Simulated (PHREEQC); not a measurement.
Make-up at 40 °C: 1.9 mmol/kgw NaHCO3 and 0.09 mmol/kgw Na2HPO4. Closed to the air; pH follows from the charge balance.

All values are PHREEQC results (ion-association model, phreeqc.dat), not measurements.

Question: The ionic strength comes out as 0.00218 mol/kgw. What activity coefficients do H2PO4-, HPO4-2, CO3-2, HCO3-, Na+ get?

Answer: H2PO4- 0.95, HPO4-2 0.81, CO3-2 0.81, HCO3- 0.95, Na+ 0.95.

Precipitation was switched off in this run. Constants without temperature data keep their 25 °C values here.
